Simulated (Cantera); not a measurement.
A closed system holds: 1 mol Fe(CO)₅, 0.012 mol O₂, 22 mol H₂, at 0.00133 bar.

Cantera equilibrium calculation (NASA polynomials, part measured and part estimated; ideal gas, pure solids and liquids). Candidate condensed phases: C, C₆H₆, C₇H₈, C₈H₁₈, Fe, Fe(CO)₅, FeO, Fe(OH)₂, Fe(OH)₃, Fe₂O₃, Fe₃O₄, H₂O; 114 gas species. Condensed phases not in the tables: cementite and carbon dissolved in iron. Kinetics and transport are ignored.

x: gas mole fraction; n: condensed amount in mol.

```json
[
 {"T (K)": "823", "x H₂": "0.814", "x CO": "0.180", "x H₂O": "___", "x CO₂": "0.00207", "x CH₄": "0.000825", "n C(graphite)": "0.0792", "n Fe(α)": "1.00"},
 {"T (K)": "848", "x H₂": "0.814", "x CO": "0.183", "x H₂O": "___", "x CO₂": "0.00102", "x CH₄": "0.000566", "n C(graphite)": "0.0277", "n Fe(α)": "1.00"},
 {"T (K)": "873", "x H₂": "0.814", "x CO": "0.184", "x H₂O": "___", "x CO₂": "0.000514", "x CH₄": "0.000396", "n C(graphite)": "0.00214", "n Fe(α)": "1.00"},
 {"T (K)": "898", "x H₂": "0.814", "x CO": "0.185", "x H₂O": "0.000714", "x CO₂": "0.000376", "x CH₄": "0.000201", "n C(graphite)": "0", "n Fe(α)": "1.00"},
 {"T (K)": "923", "x H₂": "0.814", "x CO": "0.185", "x H₂O": "0.000672", "x CO₂": "0.000312", "x CH₄": "9.47e-5", "n C(graphite)": "0", "n Fe(α)": "1.00"},
 {"T (K)": "948", "x H₂": "0.814", "x CO": "0.185", "x H₂O": "0.000662", "x CO₂": "0.000272", "x CH₄": "4.45e-5", "n C(graphite)": "0", "n Fe(α)": "1.00"},
 {"T (K)": "973", "x H₂": "0.814", "x CO": "0.185", "x H₂O": "0.000666", "x CO₂": "0.000244", "x CH₄": "2.13e-5", "n C(graphite)": "0", "n Fe(α)": "1.00"},
 {"T (K)": "998", "x H₂": "0.814", "x CO": "0.185", "x H₂O": "0.000677", "x CO₂": "0.000223", "x CH₄": "1.04e-5", "n C(graphite)": "0", "n Fe(α)": "1.00"},
 {"T (K)": "1023", "x H₂": "0.814", "x CO": "0.185", "x H₂O": "0.000689", "x CO₂": "0.000205", "x CH₄": "5.28e-6", "n C(graphite)": "0", "n Fe(α)": "1.00"},
 {"T (K)": "1048", "x H₂": "0.814", "x CO": "0.185", "x H₂O": "0.000702", "x CO₂": "0.000189", "x CH₄": "2.76e-6", "n C(graphite)": "0", "n Fe(α)": "1.00"},
 {"T (K)": "1073", "x H₂": "0.814", "x CO": "0.185", "x H₂O": "0.000715", "x CO₂": "0.000176", "x CH₄": "1.48e-6", "n C(graphite)": "0", "n Fe(α)": "1.00"},
 {"T (K)": "1098", "x H₂": "0.814", "x CO": "0.185", "x H₂O": "0.000726", "x CO₂": "0.000164", "x CH₄": "8.21e-7", "n C(graphite)": "0", "n Fe(α)": "1.00"},
 {"T (K)": "1123", "x H₂": "0.814", "x CO": "0.185", "x H₂O": "0.000736", "x CO₂": "0.000153", "x CH₄": "4.67e-7", "n C(graphite)": "0", "n Fe(α)": "1.00"},
 {"T (K)": "1148", "x H₂": "0.814", "x CO": "0.185", "x H₂O": "0.000746", "x CO₂": "0.000143", "x CH₄": "2.72e-7", "n C(graphite)": "0", "n Fe(α)": "1.00"}
]
```

Q: Some entries are withheld; supply them.

A: 
- 823, x H₂O: 0.00259
- 848, x H₂O: 0.00147
- 873, x H₂O: 0.000851
